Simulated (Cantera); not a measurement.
Input: 1 mol B2H6, 0.087 mol H2O, a varied amount of O2, held at 0.00170 bar.

Method: chemical equilibrium by Gibbs-energy minimisation in Cantera with the NASA 1993 tables (ideal gas, pure condensed phases). Candidate condensed phases: B, B2O3, B3O3H3, H2O; 23 gas species. The feed counts by its element totals alone. Mutual solubility and eutectic melting of coexisting phases are not modelled. Gases not in the tables: H3BO3. Kinetics and transport are ignored.

Task: What condenses at these points (T in K, n(O2) in mol): (1498, 7.4); (1423, 5.4); (1498, 2.9); (1298, 0.34); (1323, 0.25); (1498, 0.25); (1298, 5.4)?

Result: 
```csv
T (K),n(O2) in mol,condensed phases,B condensed (%)
1498,7.4,gas only,0.0
1423,5.4,B2O3,42.5
1498,2.9,B2O3,12.5
1298,0.34,B + B2O3,98.6
1323,0.25,B + B2O3,97.9
1498,0.25,B,72.2
1298,5.4,B2O3,85.0
```
